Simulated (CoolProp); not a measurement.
Aqueous magnesium chloride as a coolant, 24 % by mass, freezing at -44.4 °C, 1 atm.

Computed with CoolProp (Melinder's fits for secondary coolants).

```tsv
T (°C)	cp (kJ/(kg K))	conductivity (W/(m K))	density (kg/m³)	viscosity (mPa s)
-38.8	2.805	0.424	1239	122
-32.4	2.815	0.435	1239	85.8
-26	2.826	0.447	1238	60.3
-19.6	2.839	0.459	1237	42.5
-13.2	2.853	0.472	1234	30.2
-6.8	2.867	0.484	1232	21.7
-0.4	2.882	0.496	1228	15.8
6	2.896	0.508	1225	11.7
12.3	2.910	0.519	1221	8.97
18.7	2.923	0.531	1218	7.01
25.1	2.935	0.543	1214	5.66
31.5	2.945	0.554	1211	4.74
37.9	2.953	0.565	1208	4.12
```
